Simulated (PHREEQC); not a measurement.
## Polishing slurry liquid

A solution holds 0.3 mol TMAH per kg of water, at 20 °C. Closed to the air; pH follows from the charge balance.

Computed with PHREEQC (ion-association model, wateq4f.dat).

This is a speciation only: nothing precipitates in the calculation.

### Question
What pH, activity of water does the model give?

### Answer
pH 13.48; activity of water 0.990.

(CH3)4N+ isn't in the database: it is added as a free cation with an ion size of 4 Å.
